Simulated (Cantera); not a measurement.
Cantera run:

```python
import numpy as np
import cantera as ct

gas_names = """
    B BH BH2 BH3 BN BO BO2 B2 B2O B2O2 B2O3 B3O3H3 H HBO HBO2 HNO HNO2 HNO3 HO2 H2 H2O H2O2 H3B3O6 N NH
    NH2 NH3 NH2OH NO NO2 NO3 N2 N2H2 N2H4 N2O O OH O2 O3
""".split()
cond_names = """
    B(b) B(L) BN(s) B2O3(L) B3O3H3(cr) H2O(s) H2O(L)
""".split()


# ... load() reads the species with a 1 bar reference pressure and builds the phases ...
atoms = {
    'B2O3': {'B': 2, 'O': 3},
    'O2': {'O': 2},
    'H2': {'H': 2},
    'NH3': {'N': 1, 'H': 3},
}
top_T = {'BN(s)': 3200}  # K; cautious upper limits of use, not melting points


# ... equilibrate(T, P, feed) seeds the gas with the atoms and calls Mixture.equilibrate('TP', solver="vcs", rtol=1e-11, max_steps=5000) ...
results = []
feed = {'B2O3': 1, 'O2': 0.78, 'H2': 6.1, 'NH3': 19}  # mol
T = 1398  # K
P = 49000  # Pa
mix = equilibrate(T, P, feed)
results.append((T, P, feed, dict(zip(mix.species_names, mix.species_moles))))
x = sorted(zip(gas.X, gas.species_names), reverse=True)
print(f"T = {T:g} K  P = {P:g} Pa  gas = {mix.phase_moles(0):.4g} mol")
print("   x: " + "  ".join(f"{s} {v:.3e}" for v, s in x if v > 1e-06))
print("   condensed (mol): " + ("  ".join(f"{mix.phase(i).name} {mix.phase_moles(i):.4g}"
      for i in range(1, mix.n_phases) if mix.phase_moles(i) > 1e-12) or "none"))
```

It prints:

```
T = 1398 K  P = 49000 Pa  gas = 44.15 mol
   x: H2 7.483e-01  N2 2.152e-01  H2O 3.409e-02  HBO2 2.415e-03  H3B3O6 2.689e-05  HBO 1.466e-05  NH3 1.267e-05  H 5.847e-06  B2O3 4.677e-06
   condensed (mol): B2O3(L) 0.9444
```

Method: chemical equilibrium by Gibbs-energy minimisation in Cantera with the NASA 1993 tables (ideal gas, pure condensed phases). Gases not in the tables: H3BO3.
